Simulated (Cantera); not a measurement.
Input: 1 mol SO2, 0.86 mol H2O, equilibrated at 13.3 mbar.

Cantera equilibrium calculation (NASA polynomials, part measured and part estimated; ideal gas, pure solids and liquids). Candidate condensed phases: H2O, H2SO4, S; 19 gas species. The numbers say what is thermodynamically allowed, not how fast it happens.

log p: log10 of the partial pressure in bar; nothing condenses.

| T (°C) | log p SO2 | log p H2O | log p H2 | log p O2 | log p SO | log p OH |
|---|---|---|---|---|---|---|
| 552 | -2.14 | -2.21 | -7.91 | <-13 | -10.11 | -12.72 |
| 652 | -2.14 | -2.21 | (withheld) | (withheld) | (withheld) | (withheld) |
| 752 | -2.14 | -2.21 | -6.99 | -9.93 | -8.51 | -9.65 |
| 852 | -2.14 | -2.21 | -6.64 | -8.37 | -7.92 | -8.52 |
| 952 | -2.14 | -2.21 | -6.30 | -7.17 | -7.38 | -7.61 |
| 1052 | -2.14 | -2.21 | -5.90 | -6.36 | -6.81 | -6.88 |
| 1152 | -2.14 | -2.21 | -5.49 | -5.81 | -6.25 | -6.29 |
| 1252 | -2.14 | -2.21 | -5.10 | -5.38 | -5.74 | -5.79 |
| 1352 | -2.15 | -2.21 | (withheld) | (withheld) | (withheld) | (withheld) |
| 1452 | -2.15 | -2.21 | -4.46 | -4.68 | -4.89 | -4.97 |
| 1552 | -2.15 | -2.22 | -4.19 | -4.39 | -4.54 | -4.63 |
| 1652 | -2.15 | -2.22 | -3.96 | -4.13 | -4.22 | -4.33 |
| 1752 | -2.16 | -2.23 | -3.75 | -3.89 | -3.94 | -4.06 |
| 1852 | -2.17 | -2.25 | -3.56 | -3.68 | -3.69 | -3.82 |

Task: Some entries are withheld; supply them.

Result: 
- 1352, log p H2: -4.76
- 1352, log p O2: -5.00
- 1352, log p SO: -5.29
- 1352, log p OH: -5.36
- 652, log p H2: -7.40
- 652, log p O2: -11.84
- 652, log p SO: -9.22
- 652, log p OH: -11.02
